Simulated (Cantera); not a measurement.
**Equilibrium for fluorocarbon and chlorocarbon gases: CH2F2 + F2 + H2**

Feed: 1 mol CH2F2, 0.043 mol F2, 2.2 mol H2, held at 0.000860 bar.

These are equilibrium values from Cantera (NASA tables, ideal gas, pure condensed phases), not measurements of a reactor. Candidate condensed phases: C, C6H6, C7H8, C8H18; 95 gas species. Equilibrium is a limit: real reactors are often held back by kinetics, nucleation or transport.

```json
[
 {"T (°C)": "1252", "log p H2": "-3.36", "log p H": "-6.31", "log p HF": "-3.37", "log p F": "-10.80", "log p C3": "<-15", "n C(graphite)": "1.000"},
 {"T (°C)": "1352", "log p H2": "-3.36", "log p H": "-5.83", "log p HF": "-3.37", "log p F": "-10.05", "log p C3": "<-15", "n C(graphite)": "1.000"},
 {"T (°C)": "1452", "log p H2": "-3.36", "log p H": "-5.41", "log p HF": "-3.37", "log p F": "-9.37", "log p C3": "-13.98", "n C(graphite)": "1.000"},
 {"T (°C)": "1552", "log p H2": "-3.37", "log p H": "-5.04", "log p HF": "-3.38", "log p F": "-8.77", "log p C3": "-12.61", "n C(graphite)": "0.999"},
 {"T (°C)": "1652", "log p H2": "-3.37", "log p H": "-4.71", "log p HF": "-3.38", "log p F": "-8.23", "log p C3": "-11.39", "n C(graphite)": "0.998"},
 {"T (°C)": "1752", "log p H2": "-3.39", "log p H": "-4.41", "log p HF": "-3.38", "log p F": "-7.75", "log p C3": "-10.29", "n C(graphite)": "0.996"},
 {"T (°C)": "1852", "log p H2": "-3.42", "log p H": "-4.15", "log p HF": "-3.39", "log p F": "-7.30", "log p C3": "-9.30", "n C(graphite)": "0.993"},
 {"T (°C)": "1952", "log p H2": "-3.46", "log p H": "-3.92", "log p HF": "-3.41", "log p F": "-6.89", "log p C3": "-8.40", "n C(graphite)": "0.989"},
 {"T (°C)": "2052", "log p H2": "-3.53", "log p H": "-3.72", "log p HF": "-3.42", "log p F": "-6.51", "log p C3": "-7.58", "n C(graphite)": "0.983"},
 {"T (°C)": "2152", "log p H2": "-3.64", "log p H": "-3.57", "log p HF": "-3.45", "log p F": "-6.15", "log p C3": "-6.83", "n C(graphite)": "0.974"},
 {"T (°C)": "2252", "log p H2": "-3.79", "log p H": "-3.44", "log p HF": "-3.48", "log p F": "-5.79", "log p C3": "-6.14", "n C(graphite)": "0.955"},
 {"T (°C)": "2352", "log p H2": "-3.98", "log p H": "-3.36", "log p HF": "-3.51", "log p F": "-5.44", "log p C3": "-5.50", "n C(graphite)": "0.890"}
]
```
log p: log10 of the partial pressure in bar; n: condensed amount in mol.

From 1252 °C to 2352 °C the condensed part is C(graphite). The main C-bearing gas is C2H2 (acetylene) at 1252 °C and C3 at 2352 °C.
